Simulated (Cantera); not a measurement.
Input: 1 mol Si3N4, 0.54 mol N2, held at 2727 °C and 3.20 mbar.

These are equilibrium values from Cantera (NASA tables, ideal gas, pure condensed phases), not measurements of a reactor. Candidate condensed phases: Si, Si3N4; 7 gas species. The tables' values for SiN are old estimates; treat these amounts as uncertain. Kinetics and transport are ignored.

Base state: Si 0.540, N2 0.458, SiN 0.00112, Si2 0.000428, N 0.000167, Si2N 1.20e-5 (mole fractions); condensed: gas only.

Task: What changes in the equilibrium state with this change: pressure from 3.20 mbar to 0.100 bar?

Result: 
```tsv
species	before	after
Si	0.540	0.515
N2	0.458	0.464
Si2	0.000428	0.0122
Si3	1.02e-6	0.000865
Si2N	1.20e-5	0.00192
N	0.000167	3.00e-5
SiN	0.00112	0.00599
```
